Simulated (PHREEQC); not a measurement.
4.1 g of hydrous ferric oxide (600 m²/g; 0.2 weak and 0.005 strong sites per Fe, Dzombak-Morel constants, diffuse double layer) in 1 kg of water with 0.005 mol/kgw of an inert sodium salt and 0.74 mmol/kgw NaH2PO4, at 25 °C; the pH is set by adding NaOH or the inert anion's acid. Oxygen is held at 0.21 atm. CO2 from the air is kept out. Precipitation was switched off in this run.

Base run: PHREEQC, ion-association model, wateq4f.dat. Each further column changes one thing. The table gives surface potential ψ (mV).

```
pH    base  background salt from 0.005 to 0.0005 mol/kgw  oxide from 4.1 to 20 g/kgw  0.018 mol/kgw H3BO3 added
----  ----  --------------------------------------------  --------------------------  -------------------------
4      181                                             …                         173                        180
4.75   157                                           166                         156                        156
5.5    125                                           131                           …                        124
6.25    88                                            92                          97                         88
7       48                                            50                          59                         47
7.75     6                                             6                          17                          6
8.5    -36                                           -37                         -25                        -36
9.25   -75                                           -77                           …                          …
10    -105                                             …                        -103                        -99
```

### Question
Some entries are withheld; supply them.

### Answer

- 4, background salt from 0.005 to 0.0005 mol/kgw: 192
- 5.5, oxide from 4.1 to 20 g/kgw: 130
- 9.25, oxide from 4.1 to 20 g/kgw: -66
- 9.25, 0.018 mol/kgw H3BO3 added: -72
- 10, background salt from 0.005 to 0.0005 mol/kgw: -109

H3PO4, which wateq4f.dat lacks, is added to it with the constant of phreeqc.dat.
